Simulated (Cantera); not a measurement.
**Adiabatic ignition**

An adiabatic, constant-volume homogeneous reactor starts with 9.45 % C2H4, 17.8 % O2, 66.6 % N2, 6.14 % H2O, equivalence ratio 1.6, at 1375 K and 5330 Torr.

Cantera simulation using GRI-Mech 3.0 (53 species, 325 reactions); the numbers are that mechanism's predictions, not measurements. GRI-Mech 3.0 was tuned for natural gas; its chemistry of ethylene as a main component is partial and can be far from experiment. Above 3000 K some thermodynamic fits are extrapolated.

| t (s) | T (K) | P (bar) | x C2H4 | x O2 | x H2O | x N2O | x HCN | x NO |
|---|---|---|---|---|---|---|---|---|
| 9.00e-6 | 1375 | 7.10 | 0.0945 | 0.178 | 0.0614 | 1.94e-12 | <1e-12 | <1e-12 |
| 2.43e-5 | 3059 | 17.8 | <1e-12 | 0.00197 | 0.144 | 5.22e-7 | 8.76e-7 | 0.000396 |
| 6.56e-5 | 3106 | 18.0 | <1e-12 | 0.00117 | 0.147 | 6.69e-7 | 3.39e-7 | 0.00272 |
| 0.000177 | 3102 | 18.0 | <1e-12 | 0.00113 | 0.147 | 7.17e-7 | 4.13e-7 | 0.00342 |
| 0.000478 | 3102 | 18.0 | <1e-12 | 0.00113 | 0.147 | 7.17e-7 | 4.14e-7 | 0.00343 |
| 0.00129 | 3102 | 18.0 | <1e-12 | 0.00113 | 0.147 | 7.17e-7 | 4.14e-7 | 0.00343 |
| 0.00349 | 3102 | 18.0 | <1e-12 | 0.00113 | 0.147 | 7.17e-7 | 4.14e-7 | 0.00343 |
| 0.00941 | 3102 | 18.0 | <1e-12 | 0.00113 | 0.147 | 7.17e-7 | 4.14e-7 | 0.00343 |
| 0.0254 | 3102 | 18.0 | <1e-12 | 0.00113 | 0.147 | 7.17e-7 | 4.14e-7 | 0.00343 |
| 0.0686 | 3102 | 18.0 | <1e-12 | 0.00113 | 0.147 | 7.17e-7 | 4.14e-7 | 0.00343 |
| 0.185 | 3102 | 18.0 | <1e-12 | 0.00113 | 0.147 | 7.17e-7 | 4.14e-7 | 0.00343 |
| 0.500 | 3102 | 18.0 | <1e-12 | 0.00113 | 0.147 | 7.17e-7 | 4.14e-7 | 0.00343 |
x: mole fraction; the columns are a selection and need not sum to one.

```
Property                                                            Result
---------------------------------  ---------------------------------------
time of steepest temperature rise                                  22.9 µs
temperature at 0.500 s                                              3102 K
equilibrium temperature                                             3102 K
x(C2H4) at 0.500 s                   <1e-12 (gas-phase equilibrium <1e-12)
x(O2) at 0.500 s                   0.00113 (gas-phase equilibrium 0.00113)
x(H2O) at 0.500 s                      0.147 (gas-phase equilibrium 0.147)
```
